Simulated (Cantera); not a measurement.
An isothermal, constant-pressure homogeneous reactor starts with H₂ : O₂ = 0.45 : 1 (molar parts), equivalence ratio 0.23, at 1325 K and 3.98 Torr. Integrator tolerance rtol = 1e-08.

Computed with Cantera and the H2/O2 subset of GRI-Mech 3.0, which has no nitrogen chemistry. Radical loss at walls, strong at low pressure, is not modelled. The temperature is held fixed by assumption; the heat of reaction is taken as removed at once.

Problem. What does this change do: H2 0.45 to 0.63 parts?

Solution. 
| quantity | before | after |
|---|---|---|
| x(H₂) at 20.0 s | 1.53e-6 (gas-phase equilibrium 8.57e-7) | 1.93e-6 (gas-phase equilibrium 1.23e-6) |
| x(O₂) at 20.0 s | 0.633 (gas-phase equilibrium 0.633) | 0.521 (gas-phase equilibrium 0.521) |
| x(H) at 20.0 s | 4.99e-8 (gas-phase equilibrium 2.09e-8) | 4.93e-8 (gas-phase equilibrium 2.51e-8) |
| x(H₂O₂) at 20.0 s | 1.99e-9 (gas-phase equilibrium 1.41e-9) | 2.20e-9 (gas-phase equilibrium 1.67e-9) |
| x(H₂O) at 20.0 s | 0.367 (gas-phase equilibrium 0.367) | 0.479 (gas-phase equilibrium 0.479) |
| x(OH) at 20.0 s | 0.000175 (gas-phase equilibrium 0.000131) | 0.000179 (gas-phase equilibrium 0.000142) |
| x(HO₂) at 20.0 s | 4.72e-8 (gas-phase equilibrium 5.59e-8) | 4.88e-8 (gas-phase equilibrium 5.52e-8) |
